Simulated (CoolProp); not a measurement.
The fluoroketone C6F12O (FK-5-1-12) at several states: density (kg/m³) from the reference equation and from simpler models built on Tc = 441.8 K, pc = 1.869 MPa, ω = 0.471; each cubic takes its own stable root.

Model: reference Helmholtz-energy equation of state, McLinden 2015, in CoolProp.

```
T (K)  p (MPa)   phase  reference  Redlich-Kwong  Soave-Redlich-Kwong
-----  -------  ------  ---------  -------------  -------------------
206.2     2.34  liquid       1863           1607                 1665
241.7    0.155  liquid       1763           1519                 1596
250.8   0.0506  liquid          ?           1496                 1578
348.4    0.403  liquid       1438              ?                 1300
419.3    0.172     gas      16.24              ?                16.23
283.6    0.201  liquid       1646           1410                 1503
```

Question: Some entries are withheld; supply them.

Answer: 
- 250.8, reference: 1738
- 348.4, Redlich-Kwong: 52.67
- 419.3, Redlich-Kwong: 16.20

At some of these states Redlich-Kwong gives the other phase, because its saturation line lies elsewhere.
